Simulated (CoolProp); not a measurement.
Vapour-liquid equilibrium of R1234yf (1) + R1234ze(E) (2) at 186.3 K; x and y are mole fractions of (1).

Model: multi-fluid Helmholtz-energy mixture model, Lemmon 2022 and Thol 2016; pair parameters Bell 2022, in CoolProp.

```
x     bubble pressure (bar)  y at the bubble point  dew pressure at overall composition x (bar)  liquid density (mol/L)
----  ---------------------  ---------------------  -------------------------------------------  ----------------------
0.05                0.01475                  0.118                                      0.01412                   12.85
0.2                 0.01767                  0.376                                      0.01558                   12.78
0.35                0.02037                  0.555                                      0.01733                   12.71
0.5                 0.02296                  0.693                                      0.01947                   12.64
0.65                0.02552                  0.805                                      0.02210                   12.57
0.8                 0.02808                  0.898                                      0.02541                   12.49
0.95                0.03067                  0.977                                      0.02974                   12.42
```

No azeotrope shows between x = 0.05 and 0.95.

Pair parameters are fitted to limited data, so mixtures are less certain than the pure fluids.
